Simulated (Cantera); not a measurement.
Input (Python, Cantera):

```python
import numpy as np
import cantera as ct

gas = ct.Solution("gri30.yaml")
gas.TPX = 1575, 500000, {'CH4': 1, 'O2': 2.5, 'N2': 9.4}
reactor = ct.IdealGasConstPressureReactor(gas, energy="on", clone=False)
net = ct.ReactorNet([reactor])
net.rtol, net.atol = 1e-08, 1e-16
show = ['CH4', 'O2', 'CO', 'NO2', 'C2H4']
times = np.geomspace(3e-06, 0.4, 13)

steps = ct.SolutionArray(gas, extra=["t"])
rows = []
print(f"{'t/s':>10s}{'T/K':>9s}{'P/Pa':>11s}" + "".join(f"{s:>11s}" for s in show))
for t in times:
    while net.time < t:
        t_next = net.step()
        steps.append(gas.state, t=t_next)
    rows.append([np.interp(t, steps.t, y) for y in (steps.T, steps.P, *steps(*show).X.T)])
    print(f"{t:10.3e}{rows[-1][0]:9.1f}{rows[-1][1]:11.4g}" + "".join(f"{x:11.3e}" for x in rows[-1][2:]))
rate = np.gradient(steps.T, steps.t)
print("integrator steps:", len(steps.t))
if steps.T.max() > steps.T[0] + 200:
    print(f"time of steepest temperature rise: {steps.t[rate.argmax()]:.4e} s")
gas.TPX = 1575, 500000, {'CH4': 1, 'O2': 2.5, 'N2': 9.4}
gas.equilibrate("HP")
print(f"equilibrium (HP): T = {gas.T:.1f} K  " + "  ".join(f"{s} {gas[s].X[0]:.3e}" for s in show))
```

Result:

```
       t/s      T/K       P/Pa        CH4         O2         CO        NO2       C2H4
 3.000e-06   1575.0      5e+05  7.751e-02  1.938e-01  1.146e-09  1.712e-18  4.394e-10
 8.020e-06   1574.9      5e+05  7.750e-02  1.938e-01  2.661e-08  4.699e-17  1.367e-08
 2.144e-05   1575.0      5e+05  7.740e-02  1.937e-01  9.849e-07  1.574e-15  5.618e-07
 5.733e-05   1577.6      5e+05  7.651e-02  1.932e-01  5.773e-05  7.879e-14  2.427e-05
 1.533e-04   2009.3      5e+05  1.937e-02  1.289e-01  3.648e-02  6.460e-10  2.313e-03
 4.097e-04   2798.2      5e+05  8.592e-16  4.167e-02  1.891e-02  3.815e-06  5.576e-24
 1.095e-03   2788.9      5e+05  8.897e-16  3.861e-02  1.889e-02  8.141e-06  5.722e-24
 2.929e-03   2786.1      5e+05  8.992e-16  3.773e-02  1.888e-02  9.336e-06  5.768e-24
 7.830e-03   2786.1      5e+05  8.994e-16  3.771e-02  1.888e-02  9.356e-06  5.769e-24
 2.093e-02   2786.1      5e+05  8.994e-16  3.771e-02  1.888e-02  9.356e-06  5.769e-24
 5.596e-02   2786.1      5e+05  8.994e-16  3.771e-02  1.888e-02  9.356e-06  5.769e-24
 1.496e-01   2786.1      5e+05  8.994e-16  3.771e-02  1.888e-02  9.356e-06  5.769e-24
 4.000e-01   2786.1      5e+05  8.994e-16  3.771e-02  1.888e-02  9.356e-06  5.769e-24
integrator steps: 1891
time of steepest temperature rise: 1.5437e-04 s
equilibrium (HP): T = 2786.1 K  CH4 1.209e-15  O2 3.771e-02  CO 1.888e-02  NO2 9.356e-06  C2H4 6.530e-24
```

Detailed kinetics in Cantera: GRI-Mech 3.0 (53 species, 325 reactions).
